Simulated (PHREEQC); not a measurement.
Dissolve 0.026 mol/kgw HF, 0.043 mol/kgw H2SiF6, 0.00014 mol/kgw HBF4 and 0.11 mol/kgw H2SO4 at 25 °C. It is in equilibrium with CO2 at log p = -3.4 (atm). Otherwise closed; pH follows from the charge balance.

Equilibrium calculation in PHREEQC: ion-association model, phreeqc.dat.

Each row changes one thing in this solution. This is a speciation only: nothing precipitates in the calculation.

```json
[
 {"case": "as made", "pH": "0.78", "ionic strength (mol/kgw)": "0.272", "HSO4- (mol/kgw)": "0.0937", "HF (mol/kgw)": "0.0258", "SO4-2 (mol/kgw)": "0.0163", "F- (mol/kgw)": "0.000161", "SI of Quartz (SiO2)": "-1.28"},
 {"case": "diluted 2-fold with water", "pH": "1.05", "ionic strength (mol/kgw)": "0.143", "HSO4- (mol/kgw)": "0.0434", "HF (mol/kgw)": "0.0132", "SO4-2 (mol/kgw)": "0.0116", "F- (mol/kgw)": "0.000140", "SI of Quartz (SiO2)": "-0.21"},
 {"case": "HBF4 from 0.00014 to 0.00028 mol/kgw", "pH": "0.78", "ionic strength (mol/kgw)": "0.272", "HSO4- (mol/kgw)": "0.0937", "HF (mol/kgw)": "0.0259", "SO4-2 (mol/kgw)": "0.0163", "F- (mol/kgw)": "0.000161", "SI of Quartz (SiO2)": "-1.28"},
 {"case": "HF left out", "pH": "0.78", "ionic strength (mol/kgw)": "0.267", "HSO4- (mol/kgw)": "0.0936", "HF (mol/kgw)": "0.00980", "SO4-2 (mol/kgw)": "0.0164", "F- (mol/kgw)": "6.17e-5", "SI of Quartz (SiO2)": "+1.22"},
 {"case": "HBF4 replaced by (NH4)2SiF6 at the same molality", "pH": "0.78", "ionic strength (mol/kgw)": "0.272", "HSO4- (mol/kgw)": "0.0937", "HF (mol/kgw)": "0.0258", "SO4-2 (mol/kgw)": "0.0163", "F- (mol/kgw)": "0.000161", "SI of Quartz (SiO2)": "-1.28"}
]
```

Some of these states are supersaturated (in Quartz (slow to form), Chalcedony (slow to form), for instance). SiF6-2 is the database's only silicon fluoride. Real BF4- forms and hydrolyses slowly; the run takes it at equilibrium.
